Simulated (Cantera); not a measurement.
Feed: 1 mol Cu, 0.35 mol O₂, 12 mol N₂, at 1127 °C and 0.100 bar.

Equilibrium computed with Cantera from the NASA thermochemical tables; the gas is ideal and each condensed phase is pure. Candidate condensed phases: Cu, CuO, Cu₂O; 12 gas species. The numbers say what is thermodynamically allowed, not how fast it happens.

Base state: N₂ 0.992, O₂ 0.00819, NO 0.000160 (mole fractions); condensed: Cu₂O(s).

What changes in the equilibrium state with this change: temperature from 1127 °C to 527 °C?


```
species         before    after
------------  --------  -------
N₂               0.992     1.00
O₂             0.00819  3.96e-7
NO            0.000160  3.10e-9
Cu₂O(s), mol     0.500    0.300
CuO(s), mol          0    0.400
```
